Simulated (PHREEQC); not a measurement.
A solution holds 0.084 mol/kgw CuCl2 and 0.0016 mol/kgw Na2SO4, at 20 °C. Closed to the air; pH follows from the charge balance.

Computed with PHREEQC (ion-association model, phreeqc.dat).

This is a speciation only: nothing precipitates in the calculation.

### Question
Predict the pH.

### Answer
pH 4.35.

### Question
In which forms is Cl present?

### Answer
Cl- 95 %, CuCl+ 4.7 % of the Cl.
